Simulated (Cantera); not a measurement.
Feed: 1 mol CsOH, 0.066 mol H2, 0.06 mol H2O, equilibrated at 53.0 mbar.

Method: chemical equilibrium by Gibbs-energy minimisation in Cantera with the NASA 1993 tables (ideal gas, pure condensed phases). Candidate condensed phases: Cs, CsOH, H2O; 15 gas species. Equilibrium is a limit: real reactors are often held back by kinetics, nucleation or transport. All values below are at 2050 K.

Base state: CsOH 0.615, H2O 0.183, Cs 0.175, O2 0.0176, OH 0.00394, H2 0.00250, CsO 0.000852, O 0.000561 (mole fractions); condensed: gas only.

Q: What changes in the equilibrium state with this change: H2O from 0.06 to 6.3 mol?

A: 
| species | before | after |
|---|---|---|
| H2O | 0.183 | 0.834 |
| CsOH | 0.615 | 0.114 |
| Cs | 0.175 | 0.0188 |
| H2 | 0.00250 | 0.0175 |
| O2 | 0.0176 | 0.00749 |
| CsO | 0.000852 | 5.97e-5 |
| H | 0.000493 | 0.00130 |
| OH | 0.00394 | 0.00680 |
